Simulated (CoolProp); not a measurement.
A Linde-Hampson liquefier for nitrogen: isothermal reversible compression at 300 K from 1 atm to 5 MPa, throttling to 1 atm, return gas leaving the recuperator 5 K below the feed. Each further row changes one setting.

The numbers come from the reference Helmholtz-energy equation of state, Span 2000 in CoolProp.

| case | liquid yield per pass | compression work (kJ/kg of gas) |
|---|---|---|
| as stated | 0.012 | 347 |
| high pressure 10 MPa | ? | ? |
| warm-end temperature 330 K | 0.006 | ? |
| warm-end gap 10 K | ? | 347 |

Task: Complete the blanks.

Result: 
- high pressure 10 MPa, liquid yield per pass: 0.033
- high pressure 10 MPa, compression work (kJ/kg of gas): 408
- warm-end temperature 330 K, compression work (kJ/kg of gas): 382
- warm-end gap 10 K, liquid yield per pass: no liquid
